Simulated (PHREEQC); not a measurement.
Consider water at 25 °C with 0.11 mol SrCl2, 0.00026 mol CO2 and 0.41 mol NaCl per kg of water. Closed to the air; pH follows from the charge balance.

Model: ion-association model, phreeqc.dat, run in PHREEQC.

This is a speciation only: nothing precipitates in the calculation.

**Question.** What pH, activity of water, density does the model give?

**Answer.** pH 4.84; activity of water 0.980; density 1.028 g/cm³.

**Question.** In which forms is C present?

**Answer.** CO2 93 %, HCO3- 4.9 %, SrHCO3+ 2.0 % of the C.

The ionic strength is past about 0.7 mol/kgw, beyond the range of this activity model, so the values are rough.
